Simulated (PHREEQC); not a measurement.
Dissolve 0.0032 mol KHSO4, 0.00021 mol Fe(NO3)3, 0.28 mol CaBr2 and 0.0026 mol LiNO3 per kg of water at 25 °C. Closed to the air; pH follows from the charge balance.

Computed with PHREEQC (ion-association model, phreeqc.dat).

No solid was allowed to form.

Estimate the pH, activity of water, density.

pH 2.62; activity of water 0.985; density 1.043 g/cm³.

In which forms is Fe present?

FeOH+2 46 %, Fe+3 42 %, FeSO4+ 9.9 %, Fe(OH)2+ 1.7 %, Fe2(OH)2+4 0.5 % of the Fe.

Saturation is exceeded, for instance for Hematite (slow to form), Goethite (slow to form); the values hold only as long as no solid forms. Ionic strength above about 0.7 mol/kgw puts this run outside the model's range.
